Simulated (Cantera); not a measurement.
# Adiabatic ignition

An adiabatic, constant-volume homogeneous reactor starts with H2 : O2 : N2 = 1 : 0.61 : 2.29 (molar parts), at 1750 K and 158 Torr.

Cantera simulation using the H2/O2 subset of GRI-Mech 3.0, which has no nitrogen chemistry; the numbers are that mechanism's predictions, not measurements.

```json
[
 {"t (s)": "8.00e-6", "T (K)": "1750", "P (bar)": "0.210", "x H2": "0.256", "x O2": "0.156", "x O": "4.81e-6", "x HO2": "5.34e-6", "x H": "2.85e-5"},
 {"t (s)": "1.50e-5", "T (K)": "1750", "P (bar)": "0.210", "x H2": "0.256", "x O2": "0.156", "x O": "7.68e-5", "x HO2": "9.07e-6", "x H": "0.000448"},
 {"t (s)": "2.81e-5", "T (K)": "1782", "P (bar)": "0.214", "x H2": "0.170", "x O2": "0.118", "x O": "0.00982", "x HO2": "6.98e-6", "x H": "0.0476"},
 {"t (s)": "5.28e-5", "T (K)": "1876", "P (bar)": "0.224", "x H2": "0.0478", "x O2": "0.0521", "x O": "0.0385", "x HO2": "4.75e-6", "x H": "0.101"},
 {"t (s)": "9.90e-5", "T (K)": "1985", "P (bar)": "0.236", "x H2": "0.0489", "x O2": "0.0502", "x O": "0.0375", "x HO2": "4.24e-6", "x H": "0.0913"},
 {"t (s)": "0.000186", "T (K)": "2150", "P (bar)": "0.253", "x H2": "0.0497", "x O2": "0.0475", "x O": "0.0354", "x HO2": "3.64e-6", "x H": "0.0781"},
 {"t (s)": "0.000348", "T (K)": "2379", "P (bar)": "0.275", "x H2": "0.0492", "x O2": "0.0442", "x O": "0.0313", "x HO2": "3.41e-6", "x H": "0.0614"},
 {"t (s)": "0.000653", "T (K)": "2646", "P (bar)": "0.301", "x H2": "0.0463", "x O2": "0.0407", "x O": "0.0255", "x HO2": "5.18e-6", "x H": "0.0439"},
 {"t (s)": "0.00122", "T (K)": "2812", "P (bar)": "0.316", "x H2": "0.0431", "x O2": "0.0386", "x O": "0.0216", "x HO2": "8.43e-6", "x H": "0.0343"},
 {"t (s)": "0.00230", "T (K)": "2828", "P (bar)": "0.317", "x H2": "0.0427", "x O2": "0.0384", "x O": "0.0212", "x HO2": "8.87e-6", "x H": "0.0334"},
 {"t (s)": "0.00431", "T (K)": "2828", "P (bar)": "0.317", "x H2": "0.0427", "x O2": "0.0384", "x O": "0.0212", "x HO2": "8.87e-6", "x H": "0.0334"},
 {"t (s)": "0.00808", "T (K)": "2828", "P (bar)": "0.317", "x H2": "0.0427", "x O2": "0.0384", "x O": "0.0212", "x HO2": "8.87e-6", "x H": "0.0334"},
 {"t (s)": "0.0152", "T (K)": "2828", "P (bar)": "0.317", "x H2": "0.0427", "x O2": "0.0384", "x O": "0.0212", "x HO2": "8.87e-6", "x H": "0.0334"},
 {"t (s)": "0.0284", "T (K)": "2828", "P (bar)": "0.317", "x H2": "0.0427", "x O2": "0.0384", "x O": "0.0212", "x HO2": "8.87e-6", "x H": "0.0334"},
 {"t (s)": "0.0533", "T (K)": "2828", "P (bar)": "0.317", "x H2": "0.0427", "x O2": "0.0384", "x O": "0.0212", "x HO2": "8.87e-6", "x H": "0.0334"},
 {"t (s)": "0.100", "T (K)": "2828", "P (bar)": "0.317", "x H2": "0.0427", "x O2": "0.0384", "x O": "0.0212", "x HO2": "8.87e-6", "x H": "0.0334"}
]
```
x: mole fraction; the columns are a selection and need not sum to one.

The time of steepest temperature rise is 29.2 µs. The temperature at 0.100 s is 2828 K and the equilibrium temperature is 2828 K. The x(H2) at 0.100 s is 0.0427 (gas-phase equilibrium 0.0427) and the x(O2) at 0.100 s is 0.0384 (gas-phase equilibrium 0.0384). The x(O) at 0.100 s is 0.0212 (gas-phase equilibrium 0.0212).
